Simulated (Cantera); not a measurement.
An adiabatic, constant-volume homogeneous reactor starts with 3.24 % CH₄, 0.622 % C₂H₆, 20.2 % O₂, 76.0 % N₂, at 1475 K and 0.987 atm.

Detailed kinetics in Cantera: GRI-Mech 3.0 (53 species, 325 reactions).

One state of this run: T (K) = 2475; P (bar) = 1.69; x CH₄ = <1e-12; x C₂H₆ = <1e-12; x O₂ = 0.105; x CH₂ = <1e-12; x HCN = 3.81e-12; x CO₂ = 0.0413; x H₂ = 0.000971. x: mole fraction; the columns are a selection and need not sum to one.

### Question
Which value of t (s) does it belong to?
A. 0.000139
B. 0.614
C. 0.000398
D. 4.89e-5

### Answer
B, 0.614
